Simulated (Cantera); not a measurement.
Feed: 1 mol c-C4F8, 0.092 mol HCl, equilibrated at 0.000400 bar.

Equilibrium computed with Cantera from the NASA thermochemical tables; the gas is ideal and each condensed phase is pure. Candidate condensed phases: C, C6H6, C7H8, C8H18; 118 gas species. The feed counts by its element totals alone. Condensed phases not in the tables: fluorocarbon polymer. Gases not in the tables: C2F6 and larger saturated fluorocarbons. Kinetics and transport are ignored.

log p: log10 of the partial pressure in bar; n: condensed amount in mol.

| T (°C) | log p CF4 | log p CF2 | log p F | log p HF | log p Cl | log p HCl | log p Cl2 | n C(graphite) |
|---|---|---|---|---|---|---|---|---|
| 475 | -3.42 | <-15 | <-15 | -5.06 | -8.30 | -5.06 | -5.43 | 2.01 |
| 575 | -3.43 | … | -15.02 | … | … | … | … | 2.01 |
| 675 | -3.43 | -11.79 | -12.97 | -4.84 | -6.37 | -5.51 | -5.20 | 2.02 |
| 775 | -3.43 | -10.31 | -11.31 | -4.81 | -5.71 | -5.76 | -5.20 | 2.02 |
| 875 | -3.43 | -9.08 | -9.94 | -4.79 | -5.23 | -6.02 | -5.32 | 2.02 |
| 975 | -3.43 | -8.06 | -8.79 | -4.78 | -4.94 | -6.37 | -5.64 | 2.02 |
| 1075 | -3.44 | -7.19 | -7.81 | -4.77 | -4.82 | -6.79 | -6.18 | 2.02 |
| 1175 | -3.44 | -6.44 | -6.96 | -4.77 | -4.78 | -7.23 | -6.78 | 2.02 |
| 1275 | -3.44 | … | … | -4.77 | -4.78 | … | … | 2.02 |
| 1375 | -3.45 | -5.22 | -5.58 | -4.77 | -4.78 | -8.01 | -7.87 | 2.01 |
| 1475 | -3.47 | -4.73 | -5.01 | -4.79 | -4.79 | -8.35 | -8.36 | 1.98 |
| 1575 | -3.54 | -4.32 | -4.51 | -4.82 | -4.82 | -8.69 | -8.84 | 1.92 |

**Question.** What belongs in the gaps?

**Answer.** 
- 575, log p CF2: -13.63
- 575, log p HF: -4.92
- 575, log p Cl: -7.21
- 575, log p HCl: -5.27
- 575, log p Cl2: -5.27
- 1275, log p CF2: -5.79
- 1275, log p F: -6.22
- 1275, log p HCl: -7.64
- 1275, log p Cl2: -7.36
